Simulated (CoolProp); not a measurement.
A single-stage vapour-compression cycle with the fluid: evaporating at 197.15 K (dew point), condensing at 247.15 K (bubble point), superheat 2 K, subcooling 0 K, compressor efficiency 0.8, no pressure losses. The same conditions are run with several fluids, on thermodynamics alone (safety and materials aside).

The numbers come from the reference Helmholtz-energy equation of state of each fluid (carbonyl sulfide: Lemmon 2006; CH2F2 (R32): Tillner-Roth 1997; ethane: Bücker 2006; propane: Lemmon 2009; R115: Lemmon 2016; R143a: Lemmon and Jacobsen 2000) in CoolProp.

Task: Rank carbonyl sulfide, CH2F2 (R32), ethane, propane, R115, R143a by cooling COP, highest first.

Result: propane (2.61), R143a (2.56), carbonyl sulfide (2.53), R115 (2.48), CH2F2 (R32) (2.46), ethane (2.42)

```
fluid             pressure ratio  discharge temperature (K)  refrigerating effect (kJ/kg)  volumetric capacity (kJ/m³)
----------------  --------------  -------------------------  ----------------------------  ---------------------------
carbonyl sulfide            10.7                      359.5                           267                          251
CH2F2 (R32)                 13.1                      366.3                           329                          257
ethane                      6.29                      299.1                           341                         1240
propane                     11.6                      295.0                           351                          159
R115                        13.0                      263.4                          93.5                          120
R143a                       12.3                      290.3                           181                          192
```
